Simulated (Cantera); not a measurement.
## Thermodynamics of fluorocarbon and chlorocarbon gases, feed CF4 + Si + H2

Feed: 1 mol CF4, 0.019 mol Si, 0.52 mol H2, at 2.20 mbar.

Equilibrium computed with Cantera from the NASA thermochemical tables; the gas is ideal and each condensed phase is pure. Candidate condensed phases: C, C6H6, C7H8, C8H18, Si, SiC; 113 gas species. Gases not in the tables: C2F6 and larger saturated fluorocarbons. Rates play no part.

```
T (°C)  log p HF  log p CF4  log p CF2  log p F  log p SiF4  log p CF3  log p CF  log p H  n C(graphite)
------  --------  ---------  ---------  -------  ----------  ---------  --------  -------  -------------
850        -2.89      -3.05      -9.18   -10.17       -4.63      -9.45      <-14   -13.60          0.279
950        -2.89      -3.05      -8.11    -8.96       -4.63      -8.58    -14.08   -12.60          0.279
1050       -2.89      -3.05      -7.20    -7.94       -4.63      -7.85    -12.51   -11.74          0.279
1150       -2.89      -3.05      -6.42    -7.06       -4.63      -7.22    -11.16   -11.00          0.279
1250       -2.89      -3.05      -5.75    -6.30       -4.63      -6.67    -10.00   -10.35          0.278
1350       -2.89      -3.05      -5.16    -5.63       -4.63      -6.20     -8.97    -9.79          0.277
1450       -2.89      -3.06      -4.64    -5.04       -4.63      -5.78     -8.07    -9.28          0.271
1550       -2.90      -3.08      -4.19    -4.52       -4.64      -5.42     -7.27    -8.84          0.258
1650       -2.92      -3.14      -3.81    -4.06       -4.66      -5.13     -6.57    -8.44          0.229
```
log p: log10 of the partial pressure in bar; n: condensed amount in mol.

From 850 °C to 1650 °C the condensed part is C(graphite). The main Si-bearing gas is SiF4 throughout.
